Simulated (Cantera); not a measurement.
CH3Cl + H2 (fluorocarbon and chlorocarbon gases)

Charge: 1 mol CH3Cl, 0.31 mol H2.

Method: chemical equilibrium by Gibbs-energy minimisation in Cantera with the NASA 1993 tables (ideal gas, pure condensed phases). Candidate condensed phases: C, C6H6, C7H8, C8H18; 91 gas species. Kinetics and transport are ignored.

Stable condensed phases:

```
T in K \ P in Pa
              1    3.6     13     46    170    600   2200   7700  28000 100000
   2900       A      A      A      A      A      B      B      B      B      B
   2750       A      A      A      B      B      B      B      B      B      B
   2600       A      A      B      B      B      B      B      B      B      B
   2450       B      B      B      B      B      B      B      B      B      B
   2300       B      B      B      B      B      B      B      B      B      B
   2150       B      B      B      B      B      B      B      B      B      B
   2000       B      B      B      B      B      B      B      B      B      B
   1850       B      B      B      B      B      B      B      B      B      B
   1700       B      B      B      B      B      B      B      B      B      B
   1550       B      B      B      B      B      B      B      B      B      B
   1400       B      B      B      B      B      B      B      B      B      B
   1250       B      B      B      B      B      B      B      B      B      B
   1100       B      B      B      B      B      B      B      B      B      B
    950       B      B      B      B      B      B      B      B      B      B
```

A: gas only; B: C.
